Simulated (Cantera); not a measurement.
**Dilute partial oxidation**

A perfectly stirred reactor is fed with 0.252 % CH₃OH, 0.106 % O₂, 99.6 % N₂, at 10.0 bar; it is held at 1300 K, and followed from long to short residence time.

Detailed kinetics in Cantera: GRI-Mech 3.0 (53 species, 325 reactions). GRI-Mech 3.0 was tuned for natural gas; its chemistry of methanol as a main component is partial and can be far from experiment.

```csv
τ (s),x CH₃OH,x O₂,x C₂H₄,x C₂H₂,x N₂O,x C₂H
20,2.88e-7,2.66e-6,3.62e-8,3.44e-7,3.11e-10,<1e-12
6.4,3.95e-7,3.57e-6,1.47e-8,1.35e-7,5.44e-10,<1e-12
2.1,6.78e-7,6.02e-6,1.19e-8,1.02e-7,1.01e-9,<1e-12
0.68,1.30e-6,1.13e-5,1.39e-8,1.04e-7,1.98e-9,<1e-12
0.22,2.58e-6,2.20e-5,1.90e-8,1.13e-7,3.89e-9,<1e-12
0.072,5.21e-6,4.27e-5,2.76e-8,1.16e-7,7.33e-9,<1e-12
0.024,1.06e-5,8.14e-5,3.94e-8,1.07e-7,1.27e-8,<1e-12
0.0077,2.41e-5,0.000159,5.20e-8,8.18e-8,1.94e-8,<1e-12
0.0025,0.000342,0.000579,1.90e-9,5.41e-10,1.26e-8,<1e-12
0.00082,0.000952,0.000750,6.97e-10,7.57e-11,6.76e-9,<1e-12
0.00027,0.00248,0.00105,4.50e-10,6.40e-12,5.04e-10,<1e-12
```
x: mole fraction; the columns are a selection and need not sum to one.
